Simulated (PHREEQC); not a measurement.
**Copper plating or etch bath: speciation**

Solution (50 °C): 0.0041 mol Cu(BF4)2 and 0.016 mol NaCl per kg of water. Closed to the air; pH follows from the charge balance.

Computed with PHREEQC (ion-association model, wateq4f.dat).

Precipitation was switched off in this run.

Task: Estimate the pH, ionic strength.

Result: pH 3.00; ionic strength 0.0287 mol/kgw.

Task: In which forms is Cu present?

Result: Cu+2 91 %, CuCl+ 6.4 %, CuF+ 2.7 % of the Cu.

Complexes and solids missing from the database can't appear. At this temperature some constants are extrapolated from 25 °C, and those without enthalpy data are left unchanged. Real BF4- forms and hydrolyses slowly; the run takes it at equilibrium.
